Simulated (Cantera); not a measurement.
# Equilibrium for abatement and gas-phase synthesis: H2S + H2 + O2

Charge: 1 mol H2S, 0.035 mol H2, 0.037 mol O2, at 27.0 Torr.

Method: chemical equilibrium by Gibbs-energy minimisation in Cantera with the NASA 1993 tables (ideal gas, pure condensed phases). Candidate condensed phases: H2O, H2SO4, S; 19 gas species. The numbers say what is thermodynamically allowed, not how fast it happens.

```csv
T (K),x H2,x H2S,x S2,x H2O,x SH,x S
1348,0.415,0.305,0.221,0.0555,0.00251,1.42e-5
1398,0.449,0.256,0.238,0.0542,0.00342,2.94e-5
1448,0.477,0.214,0.251,0.0531,0.00453,5.75e-5
1498,0.501,0.179,0.262,0.0522,0.00583,0.000107
1548,0.520,0.149,0.271,0.0514,0.00732,0.000192
1598,0.536,0.125,0.279,0.0506,0.00902,0.000329
1648,0.549,0.105,0.284,0.0499,0.0109,0.000546
1698,0.559,0.0886,0.288,0.0492,0.0130,0.000878
1748,0.567,0.0751,0.291,0.0485,0.0153,0.00137
1798,0.573,0.0640,0.293,0.0477,0.0178,0.00208
```
x: gas mole fraction; nothing condenses.

From 1348 K to 1798 K nothing is condensed.
